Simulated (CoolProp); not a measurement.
Vapour-liquid equilibrium of cyclohexane (1) + m-xylene (2) at 0.0317 MPa; x and y are mole fractions of (1).

Computed with CoolProp (multi-fluid Helmholtz-energy mixture model, Zhou 2014 and Zhou 2012; pair parameters Bell 2016).

Q: Give the bubble temperature and the first vapour's composition at x = 0.05, 0.5, 0.95. Is there an azeotrope?

A: x = 0.05: 365.5 K, y = 0.280; x = 0.5: 332.6 K, y = 0.888; x = 0.95: 320.7 K, y = 0.991. No azeotrope shows between x = 0.05 and 0.95.

The pair parameters rest on a limited set of measurements; away from them the model extrapolates.
